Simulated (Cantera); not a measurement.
Feed: 1 mol Al(CH₃)₃, 330 mol NH₃, 3.2 mol N₂, held at 0.320 bar.

Cantera equilibrium calculation (NASA polynomials, part measured and part estimated; ideal gas, pure solids and liquids). Candidate condensed phases: Al, AlN, C, C₆H₆, C₇H₈, C₈H₁₈; 97 gas species. The feed counts by its element totals alone. Kinetics and transport are ignored.

At 1300 K, list the 5 most abundant gas species with their mole fractions, and the condensed phases.

H₂ 0.747, N₂ 0.252, CH₄ 0.00140, HCN 8.98e-5, NH₃ 1.29e-5. Condensed: AlN(s) + C(graphite).
